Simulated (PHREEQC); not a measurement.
A column of 0.5 m (30 cells, dispersivity 0.018 m, 720 s a shift, diffusion coefficient 3e-10 m²/s) holds 0.045 eq of the database's cation exchanger X per kg of pore water, first in equilibrium with 0.0005 mol/kgw KBr, 0.029 mol/kgw CdCl2 and 1e-05 mol/kgw HCl. It is flushed with 0.025 mol/kgw ZnCl2, 0.0021 mol/kgw MgSO4 and 1e-05 mol/kgw HCl, at 40 °C. Values are for the last cell. The system is closed to CO2. Nothing may precipitate in this run.

The series has 31 steps of pore volumes, from 0 to 4.017.

The numbers come from PHREEQC with the ion-association model, phreeqc.dat.

Question: After how many pore volumes does Zn at the outlet first reach half of its feed value?

Answer: By 1.9 pore volumes.

Question: After how many pore volumes does Mg at the outlet first reach half of its feed value?

Answer: By 1.8 pore volumes.

Question: After how many pore volumes does S at the outlet first reach half of its feed value?

Answer: By 1.1 pore volumes.

Constants without temperature data keep their 25 °C values here.
